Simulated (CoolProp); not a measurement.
Vapour-liquid equilibrium of toluene (1) + o-xylene (2) at 532.8 K; x and y are mole fractions of (1).

Values from CoolProp's multi-fluid Helmholtz-energy mixture model, Lemmon 2006 and Zhou 2012; pair parameters Bell 2016.

Give the bubble pressure and the first vapour's composition at x = 0.45, 0.65, 0.75. Is there an azeotrope?

x = 0.45: 1.403 MPa, y = 0.559; x = 0.65: 1.585 MPa, y = 0.739; x = 0.75: 1.678 MPa, y = 0.819. No azeotrope shows between x = 0.05 and 0.95.

The pair parameters rest on a limited set of measurements; away from them the model extrapolates.
